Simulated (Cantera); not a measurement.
Cantera run:

```python
import numpy as np
import cantera as ct

gas_names = """
    Cu CuF CuF2 Cu2 F F2 H HF H2 H2F2 H3F3 H4F4 H5F5 H6F6 H7F7
""".split()
cond_names = """
    Cu(cr) Cu(L) CuF2(s) CuF2(L)
""".split()


def load(file, names, dense=False):
    # The tables refer to 1 bar. Condensed volumes are neglected.
    table = {s.name: s for s in ct.Species.list_from_file(file)}
    out = []
    for n in names:
        d = dict(table[n].input_data)
        d["thermo"] = dict(d["thermo"], **{"reference-pressure": 1e5})
        if dense:
            d["equation-of-state"] = {"model": "constant-volume", "density": "1e6 g/cm^3"}
        out.append(ct.Species.from_dict(d))
    return out


gas = ct.Solution(thermo="ideal-gas", species=load("nasa_gas.yaml", gas_names))
cond = {s.name: ct.Solution(thermo="fixed-stoichiometry", species=[s], name=s.name)
        for s in load("nasa_condensed.yaml", cond_names, dense=True)}
atoms = {
    'Cu': {'Cu': 1},
    'F2': {'F': 2},
    'H2': {'H': 2},
}
top_T = {}  # K; cautious upper limits of use, not melting points


def equilibrate(T, P, feed):
    n = {}
    for name, mol in feed.items():
        for a, k in atoms[name].items():
            n[a] = n.get(a, 0.0) + k * mol
    gas.TPX = T, P, n
    mass = sum(n.values()) * gas.mean_molecular_weight
    gas.equilibrate("TP")
    valid = [c for c in cond.values() if c.min_temp <= T <= top_T.get(c.name, c.max_temp)]
    mix = ct.Mixture([(gas, mass / gas.mean_molecular_weight)] + [(c, 0.0) for c in valid])
    mix.T, mix.P = T, P
    mix.equilibrate("TP", solver="vcs", rtol=1e-11, max_steps=5000)
    return mix


results = []
feed = {'Cu': 1, 'F2': 1, 'H2': 2.9}  # mol
P = 10000  # Pa
for T in [798, 873, 948, 1023, 1098, 1173, 1248, 1323, 1398, 1473, 1548]:
    mix = equilibrate(T, P, feed)
    results.append((T, P, feed, dict(zip(mix.species_names, mix.species_moles))))

top = {s: max(r[3][s] / sum(r[3][g] for g in gas_names) for r in results) for s in gas_names}
cols = sorted((s for s in top if top[s] > 1e-05), key=lambda s: -top[s])[:8]
seen = [c for c in cond_names if any(r[3].get(c, 0) > 1e-12 for r in results)]
print("log10 of partial pressures in bar; condensed amounts in mol")
print(f"{'T/K':>10s}" + "".join(f"{s[:9]:>10s}" for s in cols + seen))
for T, P, feed, n in results:
    ng = sum(n[g] for g in gas_names)
    print(f"{T:10.4g}" + "".join(f"{np.log10(max(n[s] / ng * P / 1e5, 1e-99)):10.3f}" for s in cols)
          + "".join(f"{n.get(c, 0):10.4g}" for c in seen))
```

Output:

```
log10 of partial pressures in bar; condensed amounts in mol
       T/K        HF        H2        Cu         H       CuF    Cu(cr)     Cu(L)
       798    -1.290    -1.312   -15.226   -12.230   -13.313         1         0
       873    -1.290    -1.312   -13.344   -10.986   -11.866         1         0
       948    -1.290    -1.312   -11.763    -9.937   -10.650         1         0
      1023    -1.290    -1.312   -10.415    -9.039    -9.614         1         0
      1098    -1.290    -1.312    -9.254    -8.263    -8.721         1         0
      1173    -1.290    -1.312    -8.243    -7.585    -7.944         1         0
      1248    -1.290    -1.312    -7.356    -6.987    -7.262         1         0
      1323    -1.290    -1.312    -6.571    -6.456    -6.659         1         0
      1398    -1.290    -1.312    -5.887    -5.981    -6.137         0    0.9999
      1473    -1.290    -1.312    -5.286    -5.554    -5.682         0    0.9997
      1548    -1.290    -1.312    -4.745    -5.168    -5.272         0    0.9991
```

Equilibrium computed with Cantera from the NASA thermochemical tables; the gas is ideal and each condensed phase is pure.
